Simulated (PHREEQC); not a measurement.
Dissolve 0.032 mmol/kgw Ca(HCO3)2 and 0.82 mmol/kgw Na2SO4 at 57 °C. Closed to the air; pH follows from the charge balance.

Model: ion-association model, phreeqc.dat, run in PHREEQC.

Task: The ionic strength comes out as 0.00253 mol/kgw. What activity coefficients do SO4-2, NaSO4-, Ca+2, Na+, OH- get?

Result: SO4-2 0.79, NaSO4- 0.94, Ca+2 0.79, Na+ 0.94, OH- 0.94.

Precipitation was switched off in this run. Complexes and solids missing from the database can't appear. Away from 25 °C the constants follow the database's enthalpies or fits; those with neither stay at their 25 °C values.
